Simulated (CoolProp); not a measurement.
Vapour-liquid equilibrium of n-hexane (1) + p-xylene (2) at 417 K; x and y are mole fractions of (1).

The numbers come from the multi-fluid Helmholtz-energy mixture model, Thol 2019 and Zhou 2012; pair parameters Bell 2016 in CoolProp.

```json
[
 {"x": "0.05", "bubble pressure, mixture model (kPa)": "149.6", "bubble pressure, Raoult's law (kPa)": "144.7", "y, mixture model": "0.244", "y, Raoult's law": "0.230"},
 {"x": "0.125", "bubble pressure, mixture model (kPa)": "196.1", "bubble pressure, Raoult's law (kPa)": "185.9", "y, mixture model": "0.456", "y, Raoult's law": "0.448"},
 {"x": "0.2", "bubble pressure, mixture model (kPa)": "240.4", "bubble pressure, Raoult's law (kPa)": "227.1", "y, mixture model": "0.584", "y, Raoult's law": "0.587"},
 {"x": "0.275", "bubble pressure, mixture model (kPa)": "282.8", "bubble pressure, Raoult's law (kPa)": "268.4", "y, mixture model": "0.671", "y, Raoult's law": "0.683"},
 {"x": "0.35", "bubble pressure, mixture model (kPa)": "323.6", "bubble pressure, Raoult's law (kPa)": "309.6", "y, mixture model": "0.734", "y, Raoult's law": "0.754"},
 {"x": "0.425", "bubble pressure, mixture model (kPa)": "363.2", "bubble pressure, Raoult's law (kPa)": "350.8", "y, mixture model": "0.783", "y, Raoult's law": "0.808"},
 {"x": "0.5", "bubble pressure, mixture model (kPa)": "402.0", "bubble pressure, Raoult's law (kPa)": "392.0", "y, mixture model": "0.823", "y, Raoult's law": "0.851"},
 {"x": "0.575", "bubble pressure, mixture model (kPa)": "440.2", "bubble pressure, Raoult's law (kPa)": "433.2", "y, mixture model": "0.857", "y, Raoult's law": "0.885"},
 {"x": "0.65", "bubble pressure, mixture model (kPa)": "478.3", "bubble pressure, Raoult's law (kPa)": "474.5", "y, mixture model": "0.887", "y, Raoult's law": "0.914"},
 {"x": "0.725", "bubble pressure, mixture model (kPa)": "516.7", "bubble pressure, Raoult's law (kPa)": "515.7", "y, mixture model": "0.914", "y, Raoult's law": "0.937"},
 {"x": "0.8", "bubble pressure, mixture model (kPa)": "555.8", "bubble pressure, Raoult's law (kPa)": "556.9", "y, mixture model": "0.939", "y, Raoult's law": "0.958"},
 {"x": "0.875", "bubble pressure, mixture model (kPa)": "596.0", "bubble pressure, Raoult's law (kPa)": "598.1", "y, mixture model": "0.962", "y, Raoult's law": "0.976"},
 {"x": "0.95", "bubble pressure, mixture model (kPa)": "637.8", "bubble pressure, Raoult's law (kPa)": "639.4", "y, mixture model": "0.985", "y, Raoult's law": "0.991"}
]
```

The largest gap from Raoult's law is +5.9 % in bubble pressure, at x = 0.2. No azeotrope shows between x = 0.05 and 0.95.

The pair parameters rest on a limited set of measurements; away from them the model extrapolates.
